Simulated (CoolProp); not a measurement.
Properties of oxygen along the isobar 101 kPa (Tc = 154.6 K, pc = 5046 kPa, ω = 0.022).

Values from CoolProp's reference Helmholtz-energy equation of state, Schmidt 1985. Above 300 K oxygen's equation is extrapolated.

```
T (K)  phase       Z  cv (kJ/(kg K))  speed of sound (m/s)  Joule-Thomson coefficient (K/MPa)  isothermal compressibility (1/MPa)
-----  -----  ------  --------------  --------------------  ---------------------------------  ----------------------------------
149.4    gas  0.9926          0.6524                 232.2                              9.163                               9.975
166.4    gas  0.9946          0.6517                 245.4                              7.582                               9.955
183.4    gas  0.9960          0.6513                 257.8                              6.404                               9.941
200.4    gas  0.9970          0.6513                 269.6                              5.495                               9.931
217.4    gas  0.9977          0.6515                 280.9                              4.772                               9.924
234.4    gas  0.9982          0.6522                 291.7                              4.183                               9.918
251.4    gas  0.9986          0.6532                 302.1                              3.692                               9.914
268.4    gas  0.9990          0.6547                 312.1                              3.277                               9.911
285.4    gas  0.9992          0.6567                 321.7                              2.921                               9.909
302.4    gas  0.9994          0.6591                 331.0                              2.612                               9.907
319.4    gas  0.9996          0.6620                 340.0                              2.341                               9.905
336.4    gas  0.9997          0.6653                 348.7                              2.103                               9.904
353.4    gas  0.9998          0.6691                 357.1                              1.891                               9.903
370.4    gas  0.9999          0.6732                 365.3                              1.702                               9.902
```
